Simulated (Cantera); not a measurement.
# Equilibrium for silicon oxide and oxynitride deposition: SiCl₄ + H₂O + N₂

A closed system holds: 1 mol SiCl₄, a varied amount of H₂O, 160 mol N₂, equilibrated at 677 °C and 13300 Pa.

Method: chemical equilibrium by Gibbs-energy minimisation in Cantera with the NASA 1993 tables (ideal gas, pure condensed phases). Candidate condensed phases: H₂O, NH₄Cl, Si, SiO₂, Si₂N₂O, Si₃N₄; 47 gas species. The numbers say what is thermodynamically allowed, not how fast it happens.

| n(H₂O) (mol) | log p N₂ | log p H₂O | log p HCl | log p SiCl₄ | log p Cl | log p H₂ | n SiO₂(β-quartz) |
|---|---|---|---|---|---|---|---|
| 1.6 | -0.88 | -9.13 | -2.58 | -3.79 | -7.89 | -7.94 | 0.800 |
| 3.8 | -0.89 | -2.84 | -2.49 | <-12 | -7.84 | -7.86 | 1.00 |
| 6 | -0.90 | -2.50 | -2.50 | <-12 | -7.84 | -7.86 | 1.00 |
| 8.3 | -0.90 | -2.31 | -2.50 | <-12 | -7.85 | -7.86 | 1.00 |
| 11 | -0.91 | -2.16 | -2.51 | <-12 | -7.85 | -7.87 | 1.00 |
| 13 | -0.91 | -2.08 | -2.52 | <-12 | -7.86 | -7.87 | 1.00 |
| 15 | -0.92 | -2.01 | -2.52 | <-12 | -7.86 | -7.87 | 1.00 |
| 17 | -0.92 | -1.95 | -2.53 | <-12 | -7.87 | -7.87 | 1.00 |
| 19 | -0.93 | -1.90 | -2.53 | <-12 | -7.87 | -7.87 | 1.00 |
| 22 | -0.94 | -1.84 | -2.54 | <-12 | -7.88 | -7.87 | 1.00 |
| 24 | -0.94 | -1.80 | -2.54 | <-12 | -7.88 | -7.87 | 1.00 |
log p: log10 of the partial pressure in bar; n: condensed amount in mol.

From 1.6 mol H₂O to 24 mol H₂O the condensed part is SiO₂(β-quartz).
